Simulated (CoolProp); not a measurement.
1-butene along the isotherm 323.7 K: density (kg/m³) from the reference equation and from simpler models built on Tc = 419.3 K, pc = 4.006 MPa, ω = 0.192; each cubic takes its own stable root.

Computed with CoolProp (reference Helmholtz-energy equation of state, Lemmon 2005). It is a short technical equation, of lower accuracy than the large ones.

| p (MPa) | phase | reference |
|---|---|---|
| 0.127 | gas | 2.719 |
| 0.225 | gas | 4.924 |
| 0.401 | gas | 9.167 |
| 0.712 | liquid | 554.7 |
| 1.27 | liquid | 556.2 |
| 2.25 | liquid | 558.7 |
| 4.01 | liquid | 563.0 |
| 7.12 | liquid | 569.8 |
| 12.7 | liquid | 580.4 |
| 22.5 | liquid | 595.7 |
| 40.1 | liquid | 617.1 |

Task: How far does each simpler model (van der Waals, Redlich-Kwong, Soave-Redlich-Kwong, Peng-Robinson) lie from the reference over these 11 states: mean and median of the absolute difference, and the worst?

Result: 
- van der Waals: mean 36.6 %, median 33.6 %, worst -97.0 % at 323.7 K and 0.712 MPa
- Redlich-Kwong: mean 14.7 %, median 8.1 %, worst -96.9 % at 323.7 K and 0.712 MPa
- Soave-Redlich-Kwong: mean 5.3 %, median 6.3 %, worst -8.8 % at 323.7 K and 0.712 MPa
- Peng-Robinson: mean 3.6 %, median 3.9 %, worst +6.7 % at 323.7 K and 40.1 MPa

At some of these states van der Waals, Redlich-Kwong gives the other phase, because its saturation line lies elsewhere.
